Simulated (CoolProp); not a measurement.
Ethane at 487.66 K and 8.09 MPa flows at 0.61 m/s in a round tube of 25 mm bore and 45 µm roughness, fully developed (64/Re and Nu = 3.66 if laminar; Colebrook and Gnielinski if turbulent). Each further row changes one setting.

Computed with CoolProp (reference Helmholtz-energy equation of state, Bücker 2006).

```
case               Reynolds number  Darcy friction factor  pressure drop (Pa/m)  heat-transfer coefficient (W/(m² K))  mass flow (kg/h)
-----------------  ---------------  ---------------------  --------------------  ------------------------------------  ----------------
as stated                    60000                    [?]                   [?]                                   389               [?]
velocity 1.22 m/s           120000                    [?]                  48.2                                   [?]               143
diameter 50 mm              120000                    [?]                  5.31                                   327               287
```

Problem. Fill in the missing entries.

Solution. 
- as stated, Darcy friction factor: 0.0256
- as stated, pressure drop (Pa/m): 12.7
- as stated, mass flow (kg/h): 71.7
- velocity 1.22 m/s, Darcy friction factor: 0.0243
- velocity 1.22 m/s, heat-transfer coefficient (W/(m² K)): 743
- diameter 50 mm, Darcy friction factor: 0.0215

Viscosity comes from a separate model (Friend 1991). Thermal conductivity comes from a separate model (Friend 1991).
